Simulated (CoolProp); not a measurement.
A Linde-Hampson liquefier for dry air: isothermal reversible compression at 250 K from 1 atm to 5 MPa, throttling to 1 atm, return gas leaving the recuperator 5 K below the feed. Each further row changes one setting.

Model: reference Helmholtz-energy equation of state, Lemmon 2000, in CoolProp. It is a pseudo-pure fit of the blend.

```tsv
case	liquid yield per pass	compression work (kJ/kg of gas)
as stated	0.029	277
high pressure 10 MPa	0.068	324
warm-end temperature 280 K	0.018	312
warm-end gap 10 K	0.015	277
```
